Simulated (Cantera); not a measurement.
What does this Cantera script print?

```python
import numpy as np
import cantera as ct

gas = ct.Solution("SiF4_NH3_mec.yaml", "gas")
gas.TPX = 2348, 56000, {'NH3': 1, 'H2': 22, 'N2': 0.12}
inlet = ct.Reservoir(gas, clone=True)

reactor = ct.IdealGasConstPressureReactor(gas, energy="off", clone=False)
exhaust = ct.Reservoir(gas, clone=True)
tau = [19, 8.1, 3.5, 1.5, 0.67, 0.29, 0.13, 0.055, 0.024, 0.01, 0.0045][0]
for a, b in ((inlet, reactor), (reactor, exhaust)):
    ct.MassFlowController(a, b, mdot=lambda t: reactor.mass / tau)
net = ct.ReactorNet([reactor])
show = ['NH3', 'H2', 'H', 'NH', 'N', 'N2H2', 'N2']

rows = []
print(f"{'tau/s':>10s}{'T/K':>9s}" + "".join(f"{s:>11s}" for s in show))
for tau in [19, 8.1, 3.5, 1.5, 0.67, 0.29, 0.13, 0.055, 0.024, 0.01, 0.0045]:
    net.initial_time = 0.0
    net.advance(30 * tau)
    before = gas.X
    net.advance(40 * tau)
    drift = np.max(np.abs(gas.X - before) / (gas.X + 1e-9))
    rows.append([gas.T, *gas[show].X, drift])
    print(f"{tau:10.3e}{gas.T:9.1f}" + "".join(f"{x:11.3e}" for x in gas[show].X))
```

It prints:

```
     tau/s      T/K        NH3         H2          H         NH          N       N2H2         N2
 1.900e+01   2348.0  5.635e-05  9.582e-01  1.625e-02  1.073e-06  7.533e-07  5.537e-11  2.547e-02
 8.100e+00   2348.0  8.637e-05  9.582e-01  1.624e-02  1.643e-06  1.152e-06  1.295e-10  2.545e-02
 3.500e+00   2348.0  1.317e-04  9.582e-01  1.622e-02  2.496e-06  1.749e-06  2.994e-10  2.543e-02
 1.500e+00   2348.0  2.022e-04  9.582e-01  1.617e-02  3.807e-06  2.658e-06  6.992e-10  2.539e-02
 6.700e-01   2348.0  3.061e-04  9.583e-01  1.606e-02  5.680e-06  3.938e-06  1.571e-09  2.534e-02
 2.900e-01   2348.0  4.785e-04  9.584e-01  1.580e-02  8.586e-06  5.853e-06  3.669e-09  2.526e-02
 1.300e-01   2348.0  7.599e-04  9.588e-01  1.525e-02  1.268e-05  8.341e-06  8.393e-09  2.512e-02
 5.500e-02   2348.0  1.360e-03  9.597e-01  1.398e-02  1.898e-05  1.142e-05  2.110e-08  2.483e-02
 2.400e-02   2348.0  2.848e-03  9.613e-01  1.153e-02  2.689e-05  1.330e-05  5.429e-08  2.413e-02
 1.000e-02   2348.0  7.630e-03  9.622e-01  8.072e-03  3.509e-05  1.210e-05  1.447e-07  2.186e-02
 4.500e-03   2348.0  1.635e-02  9.597e-01  5.925e-03  4.055e-05  1.025e-05  2.823e-07  1.769e-02
```

Model: the gas-phase N/H chemistry of the illustrative SiF4/NH3 mechanism in the Surface Chemkin manual (1991), integrated in Cantera. Walls and surfaces, which speed up NH3 decomposition in real reactors, are not modelled.
